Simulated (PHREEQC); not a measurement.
Dissolve 0.0034 mol H2SO4, 0.028 mol FeSO4 and 0.0012 mol MnSO4 per kg of water at 25 °C. Closed to the air; pH follows from the charge balance.

The numbers come from PHREEQC with the ion-association model, phreeqc.dat.

This is a speciation only: nothing precipitates in the calculation.

Predict the pH.

pH 2.51.

In which forms is Mn present?

Mn+2 64 %, MnSO4 36 % of the Mn.

Complexes and solids missing from the database can't appear.
